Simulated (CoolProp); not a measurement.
Properties of CHF3 (R23) along the isobar 3.25 bar (Tc = 26.1 °C, pc = 48.32 bar, ω = 0.263).

Model: reference Helmholtz-energy equation of state, Penoncello 2003, in CoolProp.

| T (°C) | phase | density (kg/m³) | cp (kJ/(kg K)) | speed of sound (m/s) | expansivity (1/kK) |
|---|---|---|---|---|---|
| -137.75 | liquid | 1645 | 1.195 | 1139 | 2.057 |
| -127.95 | liquid | 1611 | 1.195 | 1081 | 2.134 |
| -118.15 | liquid | 1577 | 1.199 | 1024 | 2.214 |
| -108.35 | liquid | 1543 | 1.205 | 968.4 | 2.304 |
| -98.65 | liquid | 1508 | 1.214 | 914.7 | 2.408 |
| -88.85 | liquid | 1472 | 1.226 | 861.3 | 2.534 |
| -79.05 | liquid | 1435 | 1.242 | 808.1 | 2.688 |
| -69.25 | liquid | 1396 | 1.263 | 754.6 | 2.879 |
| -49.75 | gas | 13.23 | 0.7621 | 172.3 | 6.020 |
| -39.95 | gas | 12.51 | 0.7367 | 177.1 | 5.435 |
| -30.15 | gas | 11.89 | 0.7257 | 181.5 | 5.000 |
